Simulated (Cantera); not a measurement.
Feed: 1 mol Ta, 0.23 mol CO2, 0.91 mol N2, 2.6 mol N2O, at 1800 K and 0.133 bar.

Cantera equilibrium calculation (NASA polynomials, part measured and part estimated; ideal gas, pure solids and liquids). Candidate condensed phases: C, Ta, TaC, Ta2O5; 27 gas species. The numbers say what is thermodynamically allowed, not how fast it happens.

Base state: N2 0.925, CO2 0.0604, O2 0.0128, NO 0.00111, CO 0.000301, O 3.77e-5 (mole fractions); condensed: Ta2O5(s).

Question: What changes in the equilibrium state with this change: temperature from 1800 K to 1625 K?

Answer: 
```tsv
species	before	after
N2	0.925	0.926
CO2	0.0604	0.0606
O2	0.0128	0.0129
NO	0.00111	0.000578
CO	0.000301	4.03e-5
O	3.77e-5	6.06e-6
Ta2O5(s), mol	0.500	0.500
```
